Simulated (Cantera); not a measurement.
Cantera run:

```python
import numpy as np
import cantera as ct

gas_names = """
    H H2 Pb Pb2
""".split()
cond_names = """
    Pb(cr) Pb(L)
""".split()


# ... load() reads the species with a 1 bar reference pressure and builds the phases ...
atoms = {
    'Pb': {'Pb': 1},
    'H2': {'H': 2},
}
top_T = {}  # K; cautious upper limits of use, not melting points


# ... equilibrate(T, P, feed) seeds the gas with the atoms and calls Mixture.equilibrate('TP', solver="vcs", rtol=1e-11, max_steps=5000) ...
results = []
feed = {'Pb': 1, 'H2': 1.4}  # mol
T = 1275  # K
for P in [10, 42, 180, 750, 3200, 13000, 56000, 240000, 1000000]:
    mix = equilibrate(T, P, feed)
    results.append((T, P, feed, dict(zip(mix.species_names, mix.species_moles))))

top = {s: max(r[3][s] / sum(r[3][g] for g in gas_names) for r in results) for s in gas_names}
cols = sorted((s for s in top if top[s] > 1e-06), key=lambda s: -top[s])[:9]
seen = [c for c in cond_names if any(r[3].get(c, 0) > 1e-12 for r in results)]
print("log10 of partial pressures in bar; condensed amounts in mol")
print(f"{'P/Pa':>10s}" + "".join(f"{s[:9]:>10s}" for s in cols + seen))
for T, P, feed, n in results:
    ng = sum(n[g] for g in gas_names)
    print(f"{P:10.4g}" + "".join(f"{np.log10(max(n[s] / ng * P / 1e5, 1e-99)):10.3f}" for s in cols)
          + "".join(f"{n.get(c, 0):10.4g}" for c in seen))
```

Result:

```
log10 of partial pressures in bar; condensed amounts in mol
      P/Pa        H2        Pb         H       Pb2     Pb(L)
        10    -4.234    -4.380    -8.250   -10.153         0
        42    -3.611    -3.757    -7.938    -8.906         0
       180    -2.979    -3.125    -7.622    -7.642         0
       750    -2.251    -2.724    -7.258    -6.841    0.5296
      3200    -1.521    -2.724    -6.893    -6.841    0.9123
   1.3e+04    -0.892    -2.724    -6.579    -6.841    0.9794
   5.6e+04    -0.253    -2.724    -6.259    -6.841    0.9953
   2.4e+05     0.380    -2.724    -5.943    -6.841    0.9989
     1e+06     1.000    -2.724    -5.632    -6.841    0.9997
```

Method: chemical equilibrium by Gibbs-energy minimisation in Cantera with the NASA 1993 tables (ideal gas, pure condensed phases).
